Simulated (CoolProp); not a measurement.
Saturation properties of methane (Tc = 190.6 K, pc = 4.599 MPa, ω = 0.011).

The numbers come from the reference Helmholtz-energy equation of state, Setzmann 1991 in CoolProp.

```
T (K)  p (MPa)  liquid density (kg/m³)  enthalpy of vaporisation (kJ/kg)  vapour Z  liquid viscosity (µPa s)  vapour viscosity (µPa s)
-----  -------  ----------------------  --------------------------------  --------  ------------------------  ------------------------
123.9   0.2500                   403.8                             486.3    0.9322                      91.0                      4.74
128.5   0.3353                   396.5                             475.7    0.9170                      83.5                      4.93
133.1   0.4405                   388.9                             464.2    0.8999                      76.8                      5.12
137.7   0.5681                   381.0                             451.8    0.8808                      70.9                      5.31
142.3   0.7208                   372.7                             438.2    0.8596                      65.5                      5.52
146.9   0.9013                   364.0                             423.4    0.8363                      60.5                      5.73
151.5    1.112                   354.9                             407.1    0.8107                      55.9                      5.97
156.1    1.357                   345.1                             389.1    0.7825                      51.6                      6.23
160.6    1.631                   334.9                             369.5    0.7522                      47.6                      6.52
165.2    1.950                   323.6                             347.1    0.7180                      43.6                      6.86
169.8    2.312                   311.1                             321.5    0.6798                      39.7                      7.28
```

It boils at 111.7 K under 1 atm.

Viscosity comes from a separate model (Quiñones-Cisneros 2006).
